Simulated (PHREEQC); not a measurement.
## Acid mine or pickling water: speciation

Model water analysis in mg/kgw, 25 °C, pH 1.95, pe 9.2: Na 611; K 0.154; Ca 93.9; Mg 248; Cl 527; S(6) as SO4 2510; Fe(3) 68.4; Zn 33.7.

Valence states are taken as typed.

Model: ion-association model, phreeqc.dat, run in PHREEQC.

This is a speciation only: nothing precipitates in the calculation.

**Question.** Predict the ionic strength, specific conductance.

**Answer.** ionic strength 0.0748 mol/kgw; specific conductance 8510 µS/cm.

**Question.** In which forms is K present?

**Answer.** K+ 97 %, KSO4- 3.4 % of the K.

The solution is supersaturated, for example in Hematite (slow to form), Goethite (slow to form), so a real one may precipitate; this is no full list.
